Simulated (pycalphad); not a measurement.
All values are pycalphad results on the COST 507 light-alloy database (1999) (1 atm), not direct measurements. The data set is of 1999 and partly superseded. Diffusion is slow at the low end, where real alloys seldom reach equilibrium.

Molar enthalpy of Ti-10.13Hf-0.05027B (wt.%) in equilibrium (SER reference):

| T (K) | H (kJ/mol) | phases |
|---|---|---|
| 2850 | 111.88 | liquid |
| 2700 | 104.95 | liquid |
| 2550 | 98.02 | liquid |
| 2400 | 91.09 | liquid |
| 2250 | 84.17 | liquid |
| 2100 | 77.24 | liquid |
| 2000 | 72.63 | liquid |
| 1950 | 70.32 | liquid |
| 1800 | 50.44 | bcc + BM |
| 1750 | 48.68 | bcc + BM |
| 1650 | 45.26 | bcc + BM |
| 1500 | 40.36 | bcc + BM |
| 1350 | 35.68 | bcc + BM |
| 1200 | 31.18 | bcc + BM |
| 1050 | 22.28 | hcp + BM |
| 900 | 17.39 | hcp + BM |
| 750 | 12.70 | hcp + BM |
| 600 | 8.23 | hcp + BM |

Cooling from 1950 K to 1800 K, across the freezing range, releases 19.9 kJ/mol, or 385 J/g. The slope is 46 J/(mol K) in the liquid and 35 J/(mol K) just below the solidus, where it includes any heat of precipitation. Liquidus 1930 K, solidus 1819 K. Changes were sought between steps of 50 K, so a narrower field can be missed.

Database names, with the compositions (at.%) that they take in these runs: BM: Ti 50 B 50.
